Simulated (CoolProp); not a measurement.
Vapour-liquid equilibrium of R143a (1) + R152A (2) at 7.75 °C; x and y are mole fractions of (1).

Model: multi-fluid Helmholtz-energy mixture model, Lemmon and Jacobsen 2000 and Outcalt 1996; pair parameters Bell 2016, in CoolProp.

### Question
Give the bubble pressure and the first vapour's composition at x = 0.2, 0.425, 0.875. Is there an azeotrope?

### Answer
x = 0.2: 0.4520 MPa, y = 0.362; x = 0.425: 0.5541 MPa, y = 0.602; x = 0.875: 0.7346 MPa, y = 0.923. No azeotrope shows between x = 0.05 and 0.95.

The pair parameters rest on a limited set of measurements; away from them the model extrapolates.
